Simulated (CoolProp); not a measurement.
R113 along the isobar 38.4 bar: fugacity coefficient from the reference equation and from simpler models built on Tc = 487.2 K, pc = 33.92 bar, ω = 0.253; each cubic takes its own stable root.

Values from CoolProp's reference Helmholtz-energy equation of state, Marx 1992.

| T (K) | phase | reference |
|---|---|---|
| 250.6 | liquid | 0.001425 |
| 267.3 | liquid | 0.003537 |
| 284 | liquid | 0.007707 |
| 300.7 | liquid | 0.01510 |
| 317.4 | liquid | 0.02709 |
| 334.1 | liquid | 0.04513 |
| 350.8 | liquid | 0.07061 |
| 367.4 | liquid | 0.1045 |
| 384.1 | liquid | 0.1480 |
| 400.8 | liquid | 0.2014 |
| 417.5 | liquid | 0.2645 |
| 434.2 | liquid | 0.3366 |
| 450.9 | liquid | 0.4162 |
| 467.6 | liquid | 0.5012 |

Q: How far does each simpler model (Redlich-Kwong, Soave-Redlich-Kwong, Peng-Robinson) lie from the reference over these 14 states: mean and median of the absolute difference, and the worst?

A: 
- Redlich-Kwong: mean 57.4 %, median 44.2 %, worst +156.0 % at 250.6 K and 38.4 bar
- Soave-Redlich-Kwong: mean 1.8 %, median 1.9 %, worst +2.5 % at 417.5 K and 38.4 bar
- Peng-Robinson: mean 1.8 %, median 1.4 %, worst +6.3 % at 250.6 K and 38.4 bar
